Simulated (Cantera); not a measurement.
Charge: 1 mol CH3OH, 0.13 mol CO2, 0.28 mol H2O, held at 2873 K and 40.0 Pa.

Equilibrium computed with Cantera from the NASA thermochemical tables; the gas is ideal and each condensed phase is pure. Candidate condensed phases: C, C6H6, C7H8, C8H18, H2O; 110 gas species. The numbers say what is thermodynamically allowed, not how fast it happens.

Base state: H 0.723, CO 0.189, O 0.0648, H2 0.0190, OH 0.00273, CO2 0.000334, O2 0.000325, H2O 0.000238 (mole fractions); condensed: gas only.

Problem. What changes in the equilibrium state with this change: temperature from 2873 K to 2473 K?

Solution. 
```json
[
 {"species": "H", "before": "0.723", "after": "0.491"},
 {"species": "CO", "before": "0.189", "after": "0.231"},
 {"species": "H2", "before": "0.0190", "after": "0.194"},
 {"species": "H2O", "before": "0.000238", "after": "0.0323"},
 {"species": "OH", "before": "0.00273", "after": "0.0164"},
 {"species": "O", "before": "0.0648", "after": "0.0275"},
 {"species": "CO2", "before": "0.000334", "after": "0.00629"},
 {"species": "O2", "before": "0.000325", "after": "0.00188"}
]
```
